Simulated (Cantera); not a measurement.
Feed: 1 mol CaCl₂, 180 mol N₂, equilibrated at 623.15 K and 7.50 Torr.

Equilibrium computed with Cantera from the NASA thermochemical tables; the gas is ideal and each condensed phase is pure. Candidate condensed phases: Ca, CaCl₂; 8 gas species. Rates play no part.

Base state: N₂ 1.00 (mole fractions); condensed: CaCl₂(s).

**Question.** What changes in the equilibrium state with this change: temperature from 623.15 K to 1448.15 K?

**Answer.** 
| species | before | after |
|---|---|---|
| N₂ | 1.00 | 0.994 |
| CaCl₂ | <1e-9 | 0.00552 |
| CaCl₂(s), mol | 1.00 | 0 |

**Question.** What changes in the equilibrium state with this change: CaCl₂ replaced by MgF₂?

**Answer.** 
```tsv
species	before	after
N₂	1.00	1.00
CaCl₂(s), mol	1.00	0
MgF₂(s), mol	0	1.00
```
Further candidate phases: Mg, MgF₂.
